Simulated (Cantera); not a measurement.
An isothermal, constant-pressure homogeneous reactor starts with 28.2 % H2, 64.0 % O2, 7.68 % N2, 0.166 % H2O, equivalence ratio 0.22, at 975 K and 0.00148 atm.

Cantera simulation using the H2/O2 subset of GRI-Mech 3.0, which has no nitrogen chemistry; the numbers are that mechanism's predictions, not measurements. Radical loss at walls, strong at low pressure, is not modelled. The temperature is held fixed by assumption; the heat of reaction is taken as removed at once.

x: mole fraction; the columns are a selection and need not sum to one.

```tsv
t (s)	x H2	x O2	x H2O	x HO2	x H
4.00e-5	0.282	0.640	0.00166	3.90e-12	3.87e-12
0.000159	0.282	0.640	0.00166	1.55e-11	1.51e-11
0.000634	0.282	0.640	0.00166	6.18e-11	6.08e-11
0.00252	0.282	0.640	0.00166	2.47e-10	3.67e-10
0.0100	0.282	0.640	0.00166	___	2.65e-8
0.0400	0.154	0.584	0.0913	___	0.0709
0.159	0.0117	0.531	0.233	___	0.0982
0.634	0.00421	0.568	0.309	___	0.0167
2.52	0.000169	0.580	0.329	___	0.000119
10.0	7.24e-6	0.581	0.330	___	1.11e-6
40.0	7.91e-7	0.581	0.330	___	4.28e-8
```

### Question
What belongs in the gaps?

### Answer

- 0.0100, x HO2: 1.03e-9
- 0.0400, x HO2: 1.15e-6
- 0.159, x HO2: 1.78e-6
- 0.634, x HO2: 2.13e-6
- 2.52, x HO2: 9.95e-7
- 10.0, x HO2: 1.12e-7
- 40.0, x HO2: 1.54e-8
